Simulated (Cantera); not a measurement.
Cantera run:

```python
import numpy as np
import cantera as ct

gas_names = [...]  # 151 gases of nasa_gas.yaml made of C, H, N, O, Si
cond_names = """
    C(gr) C6H6(L) C7H8(L) C8H18(L),n-octa H2O(s) H2O(L) Si(cr) Si(L) SiC(b) SiO2(Lqz) SiO2(hqz) SiO2(L)
    Si2N2O(s) Si3N4(a)
""".split()


# ... load() reads the species with a 1 bar reference pressure and builds the phases ...
atoms = {
    'HMDSO': {'Si': 2, 'C': 6, 'H': 18, 'O': 1},
    'CO2': {'C': 1, 'O': 2},
    'N2': {'N': 2},
}
top_T = {'C(gr)': 4500, 'SiC(b)': 3050, 'Si2N2O(s)': 2100, 'Si3N4(a)': 2400}  # K; cautious upper limits of use, not melting points


# ... equilibrate(T, P, feed) seeds the gas with the atoms and calls Mixture.equilibrate('TP', solver="vcs", rtol=1e-11, max_steps=5000) ...
results = []
feed = {'HMDSO': 1, 'CO2': 5.2, 'N2': 12}  # mol
T = 1250  # K
P = 4500  # Pa
mix = equilibrate(T, P, feed)
results.append((T, P, feed, dict(zip(mix.species_names, mix.species_moles))))
print(gas.report(threshold=1e-05))
for i in range(1, mix.n_phases):
    print(f"{mix.phase(i).name:16s} {mix.phase_moles(i):12.5e} mol")
```

Output:

```
       temperature   1250 K
          pressure   4500 Pa
           density   0.008563 kg/m^3
  mean mol. weight   19.777 kg/kmol
   phase of matter   gas

                          1 kg             1 kmol
                     ---------------   ---------------
          enthalpy             31176        6.1658e+05  J
   internal energy       -4.9434e+05       -9.7765e+06  J
           entropy             12755        2.5226e+05  J/K
    Gibbs function       -1.5913e+07        -3.147e+08  J
 heat capacity c_p            1676.7             33159  J/K
 heat capacity c_v            1256.3             24845  J/K

                      mass frac. Y      mole frac. X     chem. pot. / RT
                     ---------------   ---------------   ---------------
               CH4         4.027e-05        4.9643e-05           -46.545
                CO           0.36892           0.26048           -41.297
               CO2        6.5388e-05        2.9384e-05           -80.726
               HCN        6.3399e-05        4.6394e-05           -27.753
                H2           0.03229           0.31676           -22.339
               H2O        5.0936e-05        5.5918e-05           -61.768
                N2           0.59857           0.42257           -29.432
     [ +144 minor]        1.3591e-06        2.5043e-06

C(gr)             3.79968e+00 mol
Si(cr)            0.00000e+00 mol
SiC(b)            0.00000e+00 mol
SiO2(hqz)         2.00000e+00 mol
Si2N2O(s)         0.00000e+00 mol
Si3N4(a)          0.00000e+00 mol
```

Method: chemical equilibrium by Gibbs-energy minimisation in Cantera with the NASA 1993 tables (ideal gas, pure condensed phases). The feed counts by its element totals alone. The tables hold silica as quartz up to 1696 K and as liquid above; real silica turns to tridymite and cristobalite and melts near 1996 K.
